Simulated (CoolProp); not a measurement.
The fluid at 255.99 K and 0.0597 MPa is throttled through a valve to 0.00137 MPa with no heat exchange. The same conditions are run with several fluids, on thermodynamics alone (safety and materials aside).

Model: reference Helmholtz-energy equation of state of each fluid (sulfur dioxide: Gao 2016; dry air: Lemmon 2000; hydrogen sulfide: Lemmon 2006; propane: Lemmon 2009; dimethyl ether: Wu 2011), in CoolProp. Blends and air are pseudo-pure fits.

| fluid | temperature change (K) | final density (kg/m³) |
|---|---|---|
| sulfur dioxide | … | … |
| dry air | … | … |
| hydrogen sulfide | -1.5 | 0.0221 |
| propane | -1.6 | … |
| dimethyl ether | -2.5 | 0.0300 |

### Question
What belongs in the gaps?

### Answer

- sulfur dioxide, temperature change (K): -3.9
- sulfur dioxide, final density (kg/m³): 0.0419
- dry air, temperature change (K): -0.2
- dry air, final density (kg/m³): 0.0187
- propane, final density (kg/m³): 0.0286
